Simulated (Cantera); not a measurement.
A freely propagating, adiabatic, planar premixed flame of 24.5 % H2, 15.9 % O2, 59.7 % N2, unburnt at 600 K and 1.00 atm; mixture-averaged transport, grid criteria slope 0.08 and curve 0.16, no radiation.

Model: the H2/O2 subset of GRI-Mech 3.0, which has no nitrogen chemistry, integrated in Cantera. Burning velocities carry a grid error of a few per cent, more on coarse grids.

Task: Predict: laminar burning velocity; thermal thickness; peak x(HO2); peak x(H2O2); peak x(OH); peak x(O).

Result: 
```
Property                     Value
------------------------  --------
laminar burning velocity  595 cm/s
thermal thickness         0.444 mm
peak x(HO2)               0.000303
peak x(H2O2)               1.73e-5
peak x(OH)                  0.0169
peak x(O)                   0.0144
```
